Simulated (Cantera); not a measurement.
# CH₂F₂ + H₂ (fluorocarbon and chlorocarbon gases)

Feed: 1 mol CH₂F₂, 1.3 mol H₂, at 2900 K.

Method: chemical equilibrium by Gibbs-energy minimisation in Cantera with the NASA 1993 tables (ideal gas, pure condensed phases). Candidate condensed phases: C, C₆H₆, C₇H₈, C₈H₁₈; 95 gas species. Kinetics and transport are ignored.

| P (Pa) | x H | x HF | x H₂ | x F | x C | x C₃ | x C₂H₂ (acetylene) | x C₂ | n C(graphite) |
|---|---|---|---|---|---|---|---|---|---|
| 1 | 0.603 | 0.0221 | 0.000275 | 0.248 | 0.119 | 0.00255 | 4.97e-8 | 0.00405 | 0 |
| 4.20 | 0.598 | 0.0788 | 0.00114 | 0.213 | 0.0823 | 0.0150 | 1.75e-6 | 0.00818 | 0 |
| 18 | 0.570 | 0.202 | 0.00443 | 0.133 | 0.0413 | 0.0348 | 3.14e-5 | 0.00882 | 0 |
| 75 | 0.524 | 0.324 | 0.0156 | 0.0558 | 0.0180 | 0.0498 | 0.000364 | 0.00697 | 0 |
| 320 | 0.468 | 0.411 | 0.0530 | 0.0186 | 0.00592 | 0.0323 | 0.00244 | 0.00322 | 0.421 |
| 1300 | 0.364 | 0.479 | 0.130 | 0.00686 | 0.00146 | 0.00795 | 0.00601 | 0.000792 | 0.812 |
| 5600 | 0.229 | 0.531 | 0.223 | 0.00280 | 0.000338 | 0.00185 | 0.0103 | 0.000184 | 0.883 |
| 24000 | 0.127 | 0.565 | 0.291 | 0.00126 | 7.89e-5 | 0.000431 | 0.0134 | 4.29e-5 | 0.889 |
| 100000 | 0.0662 | 0.585 | 0.332 | 0.000599 | 1.89e-5 | 0.000103 | 0.0153 | 1.03e-5 | 0.886 |
x: gas mole fraction; n: condensed amount in mol.

From 1.00 Pa to 75.0 Pa nothing is condensed. From 320 Pa to 100000 Pa the condensed part is C(graphite). The main C-bearing gas is C at 1.00 Pa and C₂H₂ (acetylene) at 100000 Pa.
